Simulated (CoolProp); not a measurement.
Chloromethane (R40) at several states: density (kg/m³) from the reference equation and from simpler models built on Tc = 418.6 K, pc = 6929 kPa, ω = 0.150; each cubic takes its own stable root.

The numbers come from the reference Helmholtz-energy equation of state, Thol 2014 in CoolProp.

| T (K) | p (kPa) | phase | reference | van der Waals | Soave-Redlich-Kwong | Peng-Robinson |
|---|---|---|---|---|---|---|
| 353.4 | 92.9 | gas | 1.610 | 1.606 | 1.609 | 1.610 |
| 251.7 | 7690 | liquid | 1009 | 633.6 | 933.6 | 1052 |
| 403.7 | 890 | gas | 14.17 | 13.99 | 14.10 | 14.18 |
| 465.7 | 13.6 | gas | 0.1774 | 0.1774 | 0.1774 | 0.1774 |
